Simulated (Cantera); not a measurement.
Feed: 1 mol (CH3)2SiCl2, 0.094 mol C2H2, 120 mol H2, at 1148.15 K and 133 Pa.

Equilibrium computed with Cantera from the NASA thermochemical tables; the gas is ideal and each condensed phase is pure. Candidate condensed phases: C, C6H6, C7H8, C8H18, Si, SiC; 109 gas species. The feed counts by its element totals alone. Rates play no part.

Base state: H2 0.984, HCl 0.0161, CH4 3.07e-5 (mole fractions); condensed: C(graphite) + SiC(s).

Task: What changes in the equilibrium state with this change: (CH3)2SiCl2 replaced by CH3SiH3?

Result: 
```json
[
 {"species": "H2", "before": "0.984", "after": "1.000"},
 {"species": "CH4", "before": "3.07e-5", "after": "3.17e-5"},
 {"species": "HCl", "before": "0.0161", "after": "0"},
 {"species": "C(graphite), mol", "before": "1.18", "after": "0.184"},
 {"species": "SiC(s), mol", "before": "1.000", "after": "1.00"}
]
```
